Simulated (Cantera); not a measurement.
An adiabatic, constant-volume homogeneous reactor starts with CH4 : O2 : N2 = 1 : 1.11 : 4.18 (molar parts), equivalence ratio 1.8, at 1275 K and 2.50 bar. Integrator tolerance rtol = 1e-08.

Detailed kinetics in Cantera: GRI-Mech 3.0 (53 species, 325 reactions).

Question: What does this change do: pressure from 2.50 bar to 3.60 bar?

Answer: 
| quantity | before | after |
|---|---|---|
| time of steepest temperature rise | 9.63 ms | 6.88 ms |
| temperature at 1.00 s | 2746 K | 2759 K |
| equilibrium temperature | 2746 K | 2759 K |
| x(CH4) at 1.00 s | 7.91e-11 (gas-phase equilibrium 8.92e-11) | 1.60e-10 (gas-phase equilibrium 1.80e-10) |
| x(O2) at 1.00 s | 6.79e-5 (gas-phase equilibrium 6.79e-5) | 5.22e-5 (gas-phase equilibrium 5.22e-5) |
| x(CH2O) at 1.00 s | 3.69e-8 (gas-phase equilibrium 3.69e-8) | 5.36e-8 (gas-phase equilibrium 5.36e-8) |
| x(H2) at 1.00 s | 0.125 (gas-phase equilibrium 0.125) | 0.126 (gas-phase equilibrium 0.126) |
| x(HCO) at 1.00 s | 7.21e-7 (gas-phase equilibrium 7.21e-7) | 8.97e-7 (gas-phase equilibrium 8.97e-7) |

Question: What does this change do: constant pressure in place of constant volume?

Answer: 
| quantity | before | after |
|---|---|---|
| time of steepest temperature rise | 9.63 ms | 10.4 ms |
| temperature at 1.00 s | 2746 K | 2453 K |
| equilibrium temperature | 2746 K | 2453 K |
| x(CH4) at 1.00 s | 7.91e-11 (gas-phase equilibrium 8.92e-11) | 4.11e-11 (gas-phase equilibrium 4.64e-11) |
| x(O2) at 1.00 s | 6.79e-5 (gas-phase equilibrium 6.79e-5) | 1.17e-5 (gas-phase equilibrium 1.17e-5) |
| x(CH2O) at 1.00 s | 3.69e-8 (gas-phase equilibrium 3.69e-8) | 1.51e-8 (gas-phase equilibrium 1.51e-8) |
| x(H2) at 1.00 s | 0.125 (gas-phase equilibrium 0.125) | 0.129 (gas-phase equilibrium 0.129) |
| x(HCO) at 1.00 s | 7.21e-7 (gas-phase equilibrium 7.21e-7) | 2.07e-7 (gas-phase equilibrium 2.07e-7) |

Question: What does this change do: O2 1.11 to 1.5 parts?

Answer: 
| quantity | before | after |
|---|---|---|
| time of steepest temperature rise | 9.63 ms | 6.33 ms |
| temperature at 1.00 s | 2746 K | 3068 K |
| equilibrium temperature | 2746 K | 3068 K |
| x(CH4) at 1.00 s | 7.91e-11 (gas-phase equilibrium 8.92e-11) | 2.31e-12 (gas-phase equilibrium 2.78e-12) |
| x(O2) at 1.00 s | 6.79e-5 (gas-phase equilibrium 6.79e-5) | 0.00471 (gas-phase equilibrium 0.00471) |
| x(CH2O) at 1.00 s | 3.69e-8 (gas-phase equilibrium 3.69e-8) | 1.56e-8 (gas-phase equilibrium 1.56e-8) |
| x(H2) at 1.00 s | 0.125 (gas-phase equilibrium 0.125) | 0.0604 (gas-phase equilibrium 0.0604) |
| x(HCO) at 1.00 s | 7.21e-7 (gas-phase equilibrium 7.21e-7) | 8.42e-7 (gas-phase equilibrium 8.42e-7) |
Above 3000 K some thermodynamic fits are extrapolated.
